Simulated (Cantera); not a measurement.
Cantera with NASA thermochemical tables; ideal gases at 1 bar, condensed phases pure. Values are per mole of reaction as written; species without (g) are pure solids or liquids, kept so even where they would boil at 1 bar. TaC: taken at fixed stoichiometry.

Between 1575 and 1775 K, where is each reaction favourable under standard conditions?
- 2 Ta₂O₅ + 5 C → 5 CO₂(g) + 4 Ta
- CO(g) + Ta → TaC + O(g)
- CO₂(g) + TaC → 2 C + TaO₂(g)


- 2 Ta₂O₅ + 5 C → 5 CO₂(g) + 4 Ta: ΔG° is 758 kJ at 1575 K and 599 kJ at 1775 K; it stays positive (K < 1). ΔH° is 2004 kJ and ΔS° 791 J/K at 1775 K.
- CO(g) + Ta → TaC + O(g): ΔG° is 260 kJ at 1575 K and 263 kJ at 1775 K; it stays positive (K < 1). ΔH° is 231 kJ and ΔS° -18 J/K at 1775 K.
- CO₂(g) + TaC → 2 C + TaO₂(g): ΔG° is 293 kJ at 1575 K and 289 kJ at 1775 K; it stays positive (K < 1). ΔH° is 325 kJ and ΔS° 20 J/K at 1775 K.
